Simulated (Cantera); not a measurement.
## Low-pressure radical oxidation in H2/O2

An isothermal, constant-pressure homogeneous reactor starts with 9.50 % H₂, 45.2 % O₂, 45.2 % N₂, at 950 K and 0.0263 atm.

Model: GRI-Mech 3.0 (53 species, 325 reactions), integrated in Cantera. Radical loss at walls, strong at low pressure, is not modelled. The temperature is held fixed by assumption; the heat of reaction is taken as removed at once.

```json
[
 {"t (s)": "8.00e-6", "x H₂": "0.0950", "x O₂": "0.452", "x H₂O₂": "<1e-12", "x NO₂": "<1e-12", "x NO": "<1e-12", "x H₂O": "<1e-12"},
 {"t (s)": "2.57e-5", "x H₂": "0.0950", "x O₂": "0.452", "x H₂O₂": "<1e-12", "x NO₂": "<1e-12", "x NO": "<1e-12", "x H₂O": "<1e-12"},
 {"t (s)": "8.26e-5", "x H₂": "0.0950", "x O₂": "0.452", "x H₂O₂": "<1e-12", "x NO₂": "<1e-12", "x NO": "<1e-12", "x H₂O": "1.85e-12"},
 {"t (s)": "0.000265", "x H₂": "0.0950", "x O₂": "0.452", "x H₂O₂": "<1e-12", "x NO₂": "<1e-12", "x NO": "<1e-12", "x H₂O": "3.65e-11"},
 {"t (s)": "0.000853", "x H₂": "0.0950", "x O₂": "0.452", "x H₂O₂": "<1e-12", "x NO₂": "<1e-12", "x NO": "<1e-12", "x H₂O": "1.37e-9"},
 {"t (s)": "0.00274", "x H₂": "0.0950", "x O₂": "0.452", "x H₂O₂": "4.42e-11", "x NO₂": "<1e-12", "x NO": "<1e-12", "x H₂O": "4.54e-6"},
 {"t (s)": "0.00880", "x H₂": "0.00418", "x O₂": "0.420", "x H₂O₂": "4.37e-7", "x NO₂": "1.13e-11", "x NO": "2.23e-7", "x H₂O": "0.0882"},
 {"t (s)": "0.0283", "x H₂": "0.000279", "x O₂": "0.425", "x H₂O₂": "3.01e-7", "x NO₂": "4.81e-10", "x NO": "2.58e-7", "x H₂O": "0.0993"},
 {"t (s)": "0.0909", "x H₂": "3.34e-5", "x O₂": "0.425", "x H₂O₂": "1.46e-7", "x NO₂": "2.60e-9", "x NO": "2.56e-7", "x H₂O": "0.0997"},
 {"t (s)": "0.292", "x H₂": "3.64e-6", "x O₂": "0.425", "x H₂O₂": "5.75e-8", "x NO₂": "4.70e-9", "x NO": "2.54e-7", "x H₂O": "0.0997"},
 {"t (s)": "0.938", "x H₂": "2.94e-7", "x O₂": "0.425", "x H₂O₂": "2.01e-8", "x NO₂": "4.91e-9", "x NO": "2.53e-7", "x H₂O": "0.0998"},
 {"t (s)": "3.01", "x H₂": "2.68e-8", "x O₂": "0.425", "x H₂O₂": "6.84e-9", "x NO₂": "3.78e-9", "x NO": "2.55e-7", "x H₂O": "0.0998"},
 {"t (s)": "9.69", "x H₂": "5.01e-9", "x O₂": "0.425", "x H₂O₂": "2.38e-9", "x NO₂": "2.41e-9", "x NO": "2.56e-7", "x H₂O": "0.0998"},
 {"t (s)": "31.1", "x H₂": "1.27e-9", "x O₂": "0.425", "x H₂O₂": "8.20e-10", "x NO₂": "1.41e-9", "x NO": "2.57e-7", "x H₂O": "0.0998"},
 {"t (s)": "100", "x H₂": "3.56e-10", "x O₂": "0.425", "x H₂O₂": "2.75e-10", "x NO₂": "9.32e-10", "x NO": "2.57e-7", "x H₂O": "0.0998"}
]
```
x: mole fraction; the columns are a selection and need not sum to one.

Equilibrium at this temperature and pressure: H₂ 1.72e-11, O₂ 0.425, H₂O₂ 1.53e-11, NO₂ 3.50e-7, NO 1.95e-5, H₂O 0.0998 (gas phase only).
